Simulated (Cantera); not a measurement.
# Catalytic stagnation flow on Pt

A jet of CH4 : O2 : N2 = 0.069 : 0.15 : 0.79 (molar parts), equivalence ratio 0.92 at 300 K and 47.3 Torr hits a platinum plate 6.7 cm away at a mass flux of 0.17 kg/m²/s; the plate temperature is set and raised in steps from an oxygen-covered start.

Detailed kinetics in Cantera: Deutschmann's 1995 Pt surface mechanism with GRI-Mech 3.0 gas chemistry. Catalytic surfaces can have several steady states; this one follows from the mechanism file's or the stated starting coverage.

```tsv
plate T (K)	wall x CH4	wall x O2	wall x H2O	wall x OH	wall x CO	wall x CO2	θ free Pt	θ O*	θ OH*
850	0.0602	0.131	0.0154	<1e-8	1.66e-5	0.0101	0.153	0.846	0.000942
900	0.0520	0.113	0.0309	3.93e-8	2.09e-5	0.0203	0.224	0.775	0.00123
950	0.0421	0.0921	0.0493	1.28e-7	2.42e-5	0.0325	0.305	0.694	0.00140
1000	0.0328	0.0724	0.0664	3.64e-7	2.66e-5	0.0440	0.392	0.607	0.00143
1050	0.0255	0.0569	0.0798	8.84e-7	2.89e-5	0.0530	0.480	0.519	0.00136
1100	0.0203	0.0459	0.0892	1.92e-6	3.20e-5	0.0594	0.564	0.435	0.00122
```
x: mole fraction at the wall; θ: surface coverage.
